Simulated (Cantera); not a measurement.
A Cantera script and what it prints.

```python
import numpy as np
import cantera as ct

gas_names = """
    CL CL2 H HCL H2 Si SiCL SiCL2 SiCL3 SiCL4 SiH SiHCL3 SiH2 SiH2CL2 SiH3 SiH3CL SiH4 Si2 Si3
""".split()
cond_names = """
    Si(cr) Si(L)
""".split()


def load(file, names, dense=False):
    # The tables refer to 1 bar. Condensed volumes are neglected.
    table = {s.name: s for s in ct.Species.list_from_file(file)}
    out = []
    for n in names:
        d = dict(table[n].input_data)
        d["thermo"] = dict(d["thermo"], **{"reference-pressure": 1e5})
        if dense:
            d["equation-of-state"] = {"model": "constant-volume", "density": "1e6 g/cm^3"}
        out.append(ct.Species.from_dict(d))
    return out


gas = ct.Solution(thermo="ideal-gas", species=load("nasa_gas.yaml", gas_names))
cond = {s.name: ct.Solution(thermo="fixed-stoichiometry", species=[s], name=s.name)
        for s in load("nasa_condensed.yaml", cond_names, dense=True)}
atoms = {
    'Si': {'Si': 1},
    'Cl2': {'CL': 2},
    'H2': {'H': 2},
}
top_T = {}  # K; cautious upper limits of use, not melting points


def equilibrate(T, P, feed):
    n = {}
    for name, mol in feed.items():
        for a, k in atoms[name].items():
            n[a] = n.get(a, 0.0) + k * mol
    gas.TPX = T, P, n
    mass = sum(n.values()) * gas.mean_molecular_weight
    gas.equilibrate("TP")
    valid = [c for c in cond.values() if c.min_temp <= T <= top_T.get(c.name, c.max_temp)]
    mix = ct.Mixture([(gas, mass / gas.mean_molecular_weight)] + [(c, 0.0) for c in valid])
    mix.T, mix.P = T, P
    mix.equilibrate("TP", solver="vcs", rtol=1e-11, max_steps=5000)
    return mix


results = []
feed = {'Si': 1, 'Cl2': 6.9, 'H2': 1.9}  # mol
T = 1398.15  # K
P = 19  # Pa
mix = equilibrate(T, P, feed)
results.append((T, P, feed, dict(zip(mix.species_names, mix.species_moles))))
print(gas.report(threshold=1e-06))
for i in range(1, mix.n_phases):
    print(f"{mix.phase(i).name:16s} {mix.phase_moles(i):12.5e} mol")
```

Output:

```
       temperature   1398.2 K
          pressure   19 Pa
           density   8.3179e-05 kg/m^3
  mean mol. weight   50.892 kg/kmol
   phase of matter   gas

                          1 kg             1 kmol
                     ---------------   ---------------
          enthalpy            -68126        -3.467e+06  J
   internal energy       -2.9655e+05       -1.5092e+07  J
           entropy              6394         3.254e+05  J/K
    Gibbs function       -9.0079e+06       -4.5843e+08  J
 heat capacity c_p             694.5             35345  J/K
 heat capacity c_v            531.13             27030  J/K

                      mass frac. Y      mole frac. X     chem. pot. / RT
                     ---------------   ---------------   ---------------
                CL           0.33181           0.47634           -20.792
               CL2          0.076484            0.0549           -41.584
               HCL           0.26585            0.3711           -42.695
             SiCL2        3.2524e-06        1.6722e-06           -75.234
             SiCL3        0.00051608        0.00019537           -96.025
             SiCL4           0.32534           0.09746           -116.82
     [  +13 minor]        5.8277e-09        1.2557e-07

Si(cr)            0.00000e+00 mol
```

Method: chemical equilibrium by Gibbs-energy minimisation in Cantera with the NASA 1993 tables (ideal gas, pure condensed phases). The tables' values for SiCl3 are old estimates; treat these amounts as uncertain.
